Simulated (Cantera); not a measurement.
**SiH₂Cl₂ + N₂ (silicon nitride deposition)**

Input: 1 mol SiH₂Cl₂, 26 mol N₂, at 1323.15 K and 100 Torr.

These are equilibrium values from Cantera (NASA tables, ideal gas, pure condensed phases), not measurements of a reactor. Candidate condensed phases: NH₄Cl, Si, Si₃N₄; 28 gas species. N₂ is the only nitrogen source here; it is nearly inert below about 1500 K, so the nitride shown seldom forms there in practice. The tables' values for SiCl₃ are old estimates; treat these amounts as uncertain. The numbers say what is thermodynamically allowed, not how fast it happens.

```yaml
x(N₂): 0.932
x(HCl): 0.0527
x(H₂): 0.0102
x(SiCl₄): 0.00459
x(SiCl₃): 0.000485
x(SiCl₂): 0.000279
x(SiHCl₃): 4.53e-5
x(Cl): 1.90e-6
n(Si₃N₄(s)): 0.284 mol
gas_amount: 27.30 mol
log10 activity of Si(s) (absent): -3.42
```
